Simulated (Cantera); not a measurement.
Charge: 1 mol B2H6, 0.73 mol NH3, 0.21 mol H2, at 27.0 Torr.

Equilibrium computed with Cantera from the NASA thermochemical tables; the gas is ideal and each condensed phase is pure. Candidate condensed phases: B, BN; 15 gas species. The feed counts by its element totals alone. Mutual solubility and eutectic melting of coexisting phases are not modelled. Gases not in the tables: B2H6 and higher boranes. Equilibrium is a limit: real reactors are often held back by kinetics, nucleation or transport.

Question: Which condensed phases are stable at each of these points (T (K)): 750, 900, 1050, 1200, 1350, 1500, 1650, 1800, 1950, 2100, 2250, 2400?

Answer: 
| T (K) | condensed phases | B condensed (%) |
|---|---|---|
| 750 | B(s) + BN(s) | 100.0 |
| 900 | B(s) + BN(s) | 100.0 |
| 1050 | B(s) + BN(s) | 100.0 |
| 1200 | B(s) + BN(s) | 100.0 |
| 1350 | B(s) + BN(s) | 100.0 |
| 1500 | B(s) + BN(s) | 100.0 |
| 1650 | B(s) + BN(s) | 100.0 |
| 1800 | B(s) + BN(s) | 100.0 |
| 1950 | B(s) + BN(s) | 99.9 |
| 2100 | B(s) + BN(s) | 99.8 |
| 2250 | B(s) | 99.6 |
| 2400 | B(l) | 99.1 |

From 750 K to 2100 K the condensed part is B(s) + BN(s). At 2250 K the condensed part is B(s). At 2400 K the condensed part is B(l).
